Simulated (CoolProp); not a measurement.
R1234yf along the isobar 3690 kPa: fugacity coefficient from the reference equation and from simpler models built on Tc = 367.8 K, pc = 3384 kPa, ω = 0.276; each cubic takes its own stable root.

The numbers come from the reference Helmholtz-energy equation of state, Lemmon 2022 in CoolProp.

```tsv
T (K)	phase	reference
185.7	liquid	0.0009817
210.6	liquid	0.005747
235.5	liquid	0.02147
260.4	liquid	0.05875
285.4	liquid	0.1287
310.3	liquid	0.2373
335.2	liquid	0.3837
360.1	liquid	0.5560
385.1	supercritical	0.6884
410	supercritical	0.7542
```

How far does each simpler model (Soave-Redlich-Kwong, Peng-Robinson) lie from the reference over these 10 states: mean and median of the absolute difference, and the worst?


- Soave-Redlich-Kwong: mean 2.4 %, median 2.4 %, worst +4.5 % at 310.3 K and 3690 kPa
- Peng-Robinson: mean 1.3 %, median 0.7 %, worst +4.4 % at 185.7 K and 3690 kPa
